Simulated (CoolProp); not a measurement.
CHF3 (R23) along the isotherm 45.45 °C: density (kg/m³) from the reference equation and from simpler models built on Tc = 26.1 °C, pc = 48.32 bar, ω = 0.263; each cubic takes its own stable root.

Model: reference Helmholtz-energy equation of state, Penoncello 2003, in CoolProp.

| p (bar) | phase | reference | ideal gas | van der Waals | Redlich-Kwong | Soave-Redlich-Kwong |
|---|---|---|---|---|---|---|
| 1.86 | gas | 4.972 | 4.916 | 4.965 | 4.971 | 4.969 |
| 3.72 | gas | 10.06 | 9.832 | 10.03 | 10.05 | 10.05 |
| 5.58 | gas | 15.27 | 14.75 | 15.21 | 15.26 | 15.24 |
| 7.43 | gas | 20.58 | 19.64 | 20.47 | 20.56 | 20.53 |
| 9.29 | gas | 26.06 | 24.55 | ? | 26.02 | 25.97 |
| 11.2 | gas | 31.84 | 29.60 | 31.56 | 31.78 | 31.70 |
| 13 | gas | 37.43 | 34.36 | 37.06 | 37.35 | 37.23 |
| 14.9 | gas | ? | 39.38 | 43.00 | 43.39 | 43.23 |
| 16.7 | gas | 49.43 | 44.14 | 48.79 | ? | 49.07 |
| 18.6 | gas | 55.88 | 49.16 | 55.06 | 55.69 | 55.41 |
| 20.4 | gas | 62.17 | 53.92 | 61.18 | 61.94 | 61.59 |
| 22.3 | gas | 69.04 | 58.94 | 67.84 | 68.76 | 68.31 |
| 24.2 | gas | 76.15 | 63.96 | ? | 75.81 | 75.25 |

Question: Some entries are withheld; supply them.

Answer: 
- 9.29, van der Waals: 25.88
- 14.9, reference: 43.51
- 16.7, Redlich-Kwong: 49.28
- 24.2, van der Waals: 74.73
